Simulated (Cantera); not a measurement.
## Dilute partial oxidation

An isothermal, constant-pressure homogeneous reactor starts with 0.208 % CH4, 0.684 % O2, 99.1 % N2, at 1448 K and 1.18 atm.

Detailed kinetics in Cantera: GRI-Mech 3.0 (53 species, 325 reactions).

```csv
t (s),x CH4,x O2,x OH,x NO,x HCO,x CH2CO
4.00e-5,0.00208,0.00684,1.71e-9,<1e-12,<1e-12,<1e-12
0.000150,0.00208,0.00684,2.76e-9,<1e-12,<1e-12,<1e-12
0.000565,0.00208,0.00684,3.98e-9,<1e-12,<1e-12,<1e-12
0.00213,0.00208,0.00684,8.88e-9,<1e-12,1.30e-12,<1e-12
0.00799,0.00206,0.00683,3.68e-8,<1e-12,6.05e-11,1.03e-9
0.0300,<1e-12,0.00308,0.000170,1.43e-6,5.50e-10,<1e-12
0.113,<1e-12,0.00267,1.20e-5,2.01e-6,<1e-12,<1e-12
0.425,<1e-12,0.00267,4.72e-6,2.01e-6,<1e-12,<1e-12
1.60,<1e-12,0.00267,3.27e-6,2.02e-6,<1e-12,<1e-12
6.00,<1e-12,0.00267,3.21e-6,2.02e-6,<1e-12,<1e-12
```
x: mole fraction; the columns are a selection and need not sum to one.

Equilibrium at this temperature and pressure: CH4 <1e-12, O2 0.00262, OH 3.20e-6, NO 0.000118, HCO <1e-12, CH2CO <1e-12 (gas phase only).
